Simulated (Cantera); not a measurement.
Feed: 1 mol CaCO3, 0.3 mol O2, 10 mol N2, held at 1375 K and 120000 Pa.

These are equilibrium values from Cantera (NASA tables, ideal gas, pure condensed phases), not measurements of a reactor. Candidate condensed phases: C, Ca, CaCO3, CaO; 27 gas species. Rates play no part.

Q: What is the equilibrium state?

A: 
| Property | Value |
|---|---|
| x(N2) | 0.885 |
| x(CO2) | 0.0885 |
| x(O2) | 0.0264 |
| x(NO) | 0.000236 |
| n(CaO(s)) | 1.00 mol |
| gas amount | 11.30 mol |
| log10 activity of C(graphite) (absent) | -14.53 |
| log10 activity of Ca(l) (absent) | -17.84 |
